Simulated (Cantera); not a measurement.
# BF₃ + N₂ (boron, boron nitride and boron oxide)

Charge: 1 mol BF₃, 15 mol N₂, equilibrated at 2248.15 K.

These are equilibrium values from Cantera (NASA tables, ideal gas, pure condensed phases), not measurements of a reactor. Candidate condensed phases: B, BN; 13 gas species. The tables' values for BF₂ are old estimates; treat these amounts as uncertain. Equilibrium is a limit: real reactors are often held back by kinetics, nucleation or transport.

| P (Pa) | x N₂ | x BF₃ | x F | x BF₂ | x BF | x N | x B |
|---|---|---|---|---|---|---|---|
| 10 | 0.922 | 0.0466 | 0.0165 | 0.0132 | 0.00165 | 2.10e-6 | 7.34e-9 |
| 32 | 0.929 | 0.0531 | 0.00942 | 0.00828 | 0.000568 | 1.18e-6 | 1.38e-9 |
| 100 | 0.932 | 0.0570 | 0.00537 | 0.00499 | 0.000192 | 6.68e-7 | 2.62e-10 |
| 320 | 0.935 | 0.0594 | 0.00302 | 0.00289 | 6.20e-5 | 3.74e-7 | 4.71e-11 |
| 1000 | 0.936 | 0.0607 | 0.00171 | 0.00167 | 2.02e-5 | 2.12e-7 | 8.67e-12 |
| 3200 | 0.937 | 0.0615 | 0.000957 | 0.000944 | 6.38e-6 | 1.18e-7 | 1.53e-12 |
| 10000 | 0.937 | 0.0619 | 0.000542 | 0.000538 | 2.05e-6 | 6.70e-8 | <1e-12 |
| 32000 | 0.937 | 0.0622 | 0.000303 | 0.000302 | 6.43e-7 | 3.74e-8 | <1e-12 |
| 100000 | 0.937 | 0.0623 | 0.000171 | 0.000171 | 2.06e-7 | 2.12e-8 | <1e-12 |
x: gas mole fraction; nothing condenses.

From 10.0 Pa to 100000 Pa nothing is condensed. The main B-bearing gas is BF₃ throughout.
